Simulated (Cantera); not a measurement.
Reactions in the system Cu-H-O

Cantera with NASA thermochemical tables; ideal gases at 1 bar, condensed phases pure. Values are per mole of reaction as written; species without (g) are pure solids or liquids, kept so even where they would boil at 1 bar.

O₂(g) + 4 Cu(OH)₂ = 2 Cu₂O + 8 OH(g)

| T (K) | ΔH° (kJ) | ΔS° (J/K) | ΔG° (kJ) | log10 K |
|---|---|---|---|---|
| 300 | 1774.8 | 1015.7 | 1470.1 | -255.96 |
| 548 | 1760.0 | 980.8 | 1222.6 | -116.53 |
| 598 | 1756.2 | 974.0 | 1173.7 | -102.52 |
| 648 | 1752.0 | 967.3 | 1125.2 | -90.70 |
| 698 | 1747.5 | 960.6 | 1077.0 | -80.59 |
| 748 | 1742.7 | 954.1 | 1029.1 | -71.86 |
| 798 | 1737.8 | 947.6 | 981.6 | -64.25 |
| 848 | 1732.6 | 941.4 | 934.3 | -57.55 |
| 898 | 1727.4 | 935.4 | 887.4 | -51.62 |
| 948 | 1722.1 | 929.7 | 840.8 | -46.33 |

2 Cu + H₂O(g) = Cu₂O + H₂(g)

```json
[
 {"T (K)": "300", "ΔH° (kJ)": "71.1", "ΔS° (J/K)": "-32.0", "ΔG° (kJ)": "80.7", "log10 K": "-14.06"},
 {"T (K)": "548", "ΔH° (kJ)": "74.1", "ΔS° (J/K)": "-25.0", "ΔG° (kJ)": "87.8", "log10 K": "-8.37"},
 {"T (K)": "598", "ΔH° (kJ)": "74.7", "ΔS° (J/K)": "-23.8", "ΔG° (kJ)": "89.0", "log10 K": "-7.77"},
 {"T (K)": "648", "ΔH° (kJ)": "75.4", "ΔS° (J/K)": "-22.7", "ΔG° (kJ)": "90.2", "log10 K": "-7.27"},
 {"T (K)": "698", "ΔH° (kJ)": "76.1", "ΔS° (J/K)": "-21.7", "ΔG° (kJ)": "91.3", "log10 K": "-6.83"},
 {"T (K)": "748", "ΔH° (kJ)": "76.8", "ΔS° (J/K)": "-20.8", "ΔG° (kJ)": "92.3", "log10 K": "-6.45"},
 {"T (K)": "798", "ΔH° (kJ)": "77.5", "ΔS° (J/K)": "-19.9", "ΔG° (kJ)": "93.3", "log10 K": "-6.11"},
 {"T (K)": "848", "ΔH° (kJ)": "78.2", "ΔS° (J/K)": "-19.1", "ΔG° (kJ)": "94.3", "log10 K": "-5.81"},
 {"T (K)": "898", "ΔH° (kJ)": "78.8", "ΔS° (J/K)": "-18.3", "ΔG° (kJ)": "95.3", "log10 K": "-5.54"},
 {"T (K)": "948", "ΔH° (kJ)": "79.5", "ΔS° (J/K)": "-17.6", "ΔG° (kJ)": "96.1", "log10 K": "-5.30"}
]
```
